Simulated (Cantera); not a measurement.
Standard-state values (1 bar) from the NASA 1993 polynomials, evaluated with Cantera. Values are per mole of reaction as written; species without (g) are pure solids or liquids, kept so even where they would boil at 1 bar.

2 H2(g) + Si → SiH4(g)

```csv
T (K),ΔH° (kJ),ΔS° (J/K),ΔG° (kJ),log10 K
848,23.6,-98.6,107.2,-6.60
948,23.1,-99.2,117.1,-6.45
1048,22.8,-99.4,127.0,-6.33
1148,22.7,-99.5,137.0,-6.23
1248,(withheld),(withheld),(withheld),(withheld)
1348,(withheld),(withheld),(withheld),(withheld)
1448,(withheld),(withheld),(withheld),(withheld)
```

Problem. Complete the blanks.

Solution. 
- 1248, ΔH° (kJ): 22.7
- 1248, ΔS° (J/K): -99.5
- 1248, ΔG° (kJ): 146.9
- 1248, log10 K: -6.15
- 1348, ΔH° (kJ): 22.8
- 1348, ΔS° (J/K): -99.5
- 1348, ΔG° (kJ): 156.9
- 1348, log10 K: -6.08
- 1448, ΔH° (kJ): 23.0
- 1448, ΔS° (J/K): -99.3
- 1448, ΔG° (kJ): 166.8
- 1448, log10 K: -6.02
